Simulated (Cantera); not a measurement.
Feed: 1 mol Fe₃O₄, 0.87 mol CO, 0.5 mol N₂, 0.73 mol CH₄, equilibrated at 950 K.

Points: P (Pa) = 10, 42, 180, 750, 3200, 13000, 56000, 240000, 1e+06.

Cantera's Mixture.equilibrate('TP', solver="vcs", rtol=1e-11, max_steps=5000) on the NASA tables stopped like this:

```
e-01  CO2 9.843e-02  H2O 5.550e-02
   condensed (mol): Fe(a) 0.278  FeO(s) 2.722
T = 950 K  P = 3200 Pa  gas = 3.56 mol
   x: H2 3.546e-01  CO 3.510e-01  N2 1.405e-01  CO2 9.843e-02  H2O 5.550e-02  CH4 4.519e-05
   condensed (mol): Fe(a) 0.2778  FeO(s) 2.722
T = 950 K  P = 13000 Pa  gas = 3.555 mol
   x: H2 3.538e-01  CO 3.510e-01  N2 1.407e-01  CO2 9.841e-02  H2O 5.538e-02  CH4 7.427e-04
   condensed (mol): Fe(a) 0.2741  FeO(s) 2.726
T = 950 K  P = 56000 Pa  gas = 3.279 mol
   x: H2 3.605e-01  CO 3.191e-01  N2 1.524e-01  CO2 9.544e-02  H2O 6.018e-02  CH4 1.220e-02  NH3 3.903e-05
   condensed (mol): C(gr) 0.2004  FeO(s) 3
ERROR: FAILURE its = 5001!

*******************************************************************************
CanteraError thrown by MultiPhase::equilibrate:
VCS solver failed. Return code: -1
*******************************************************************************
```

Problem. What got this run through?

Solution. Several could match; the one computed here: The failure is numerical, not chemical. The same input converged with solver="gibbs", rtol=1e-10, max_steps=50000, and the result passed a check of the equilibrium conditions:
```
T = 950 K  P = 10 Pa  gas = 3.56 mol
   x: H2 3.546e-01  CO 3.510e-01  N2 1.404e-01  CO2 9.843e-02  H2O 5.550e-02
   condensed (mol): Fe(a) 0.278  FeO(s) 2.722
T = 950 K  P = 42 Pa  gas = 3.56 mol
   x: H2 3.546e-01  CO 3.510e-01  N2 1.404e-01  CO2 9.843e-02  H2O 5.550e-02
   condensed (mol): Fe(a) 0.278  FeO(s) 2.722
T = 950 K  P = 180 Pa  gas = 3.56 mol
   x: H2 3.546e-01  CO 3.510e-01  N2 1.404e-01  CO2 9.843e-02  H2O 5.550e-02
   condensed (mol): Fe(a) 0.278  FeO(s) 2.722
T = 950 K  P = 750 Pa  gas = 3.56 mol
   x: H2 3.546e-01  CO 3.510e-01  N2 1.404e-01  CO2 9.843e-02  H2O 5.550e-02
   condensed (mol): Fe(a) 0.278  FeO(s) 2.722
T = 950 K  P = 3200 Pa  gas = 3.56 mol
   x: H2 3.546e-01  CO 3.510e-01  N2 1.405e-01  CO2 9.843e-02  H2O 5.550e-02  CH4 4.519e-05
   condensed (mol): Fe(a) 0.2778  FeO(s) 2.722
T = 950 K  P = 13000 Pa  gas = 3.555 mol
   x: H2 3.538e-01  CO 3.510e-01  N2 1.407e-01  CO2 9.841e-02  H2O 5.538e-02  CH4 7.427e-04
   condensed (mol): Fe(a) 0.2741  FeO(s) 2.726
T = 950 K  P = 56000 Pa  gas = 3.279 mol
   x: H2 3.605e-01  CO 3.191e-01  N2 1.524e-01  CO2 9.544e-02  H2O 6.018e-02  CH4 1.220e-02  NH3 3.903e-05
   condensed (mol): C(gr) 0.2004  FeO(s) 3
T = 950 K  P = 240000 Pa  gas = 2.884 mol
   x: H2 3.001e-01  CO 1.985e-01  N2 1.733e-01  CO2 1.582e-01  H2O 1.335e-01  CH4 3.623e-02  NH3 1.354e-04
   condensed (mol): C(gr) 0.4668  FeO(s) 3
T = 950 K  P = 1e+06 Pa  gas = 2.574 mol
   x: H2O 2.134e-01  H2 2.081e-01  CO2 2.017e-01  N2 1.941e-01  CO 1.098e-01  CH4 7.260e-02  NH3 3.449e-04
   condensed (mol): C(gr) 0.6115  FeO(s) 3
```

The gas is ideal and each condensed phase is pure. The tables' stoichiometric FeO is somewhat more stable than real wüstite, so its field is too wide. FeO: taken at fixed stoichiometry. Condensed phases not in the tables: cementite and carbon dissolved in iron.
